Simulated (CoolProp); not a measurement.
Vapour-liquid equilibrium of carbon dioxide (1) + ethane (2) at -50.35 °C; x and y are mole fractions of (1).

Computed with CoolProp (multi-fluid Helmholtz-energy mixture model, Span 1996 and Bücker 2006; pair parameters Kunz 2012).

| x | bubble pressure, mixture model (MPa) | bubble pressure, Raoult's law (MPa) | y, mixture model | y, Raoult's law |
|---|---|---|---|---|
| 0.05 | 0.6075 | 0.5513 | 0.134 | 0.061 |
| 0.125 | 0.6863 | 0.5609 | 0.276 | 0.150 |
| 0.2 | 0.7478 | 0.5705 | 0.374 | 0.236 |
| 0.275 | 0.7936 | 0.5801 | 0.445 | 0.319 |
| 0.35 | 0.8262 | 0.5896 | 0.498 | 0.399 |
| 0.425 | 0.8480 | 0.5992 | 0.540 | 0.477 |
| 0.5 | 0.8611 | 0.6088 | 0.574 | 0.552 |
| 0.575 | 0.8675 | 0.6184 | 0.604 | 0.625 |
| 0.65 | 0.8681 | 0.6280 | 0.632 | 0.696 |
| 0.725 | 0.8626 | 0.6376 | 0.662 | 0.765 |
| 0.8 | 0.8481 | 0.6471 | 0.701 | 0.832 |
| 0.875 | 0.8168 | 0.6567 | 0.759 | 0.896 |
| 0.95 | 0.7516 | 0.6663 | 0.865 | 0.959 |

The largest gap from Raoult's law is +41.5 % in bubble pressure, at x = 0.425. y crosses x between x = 0.575 and 0.65: the model has an azeotrope there.

Pair parameters are fitted to limited data, so mixtures are less certain than the pure fluids.
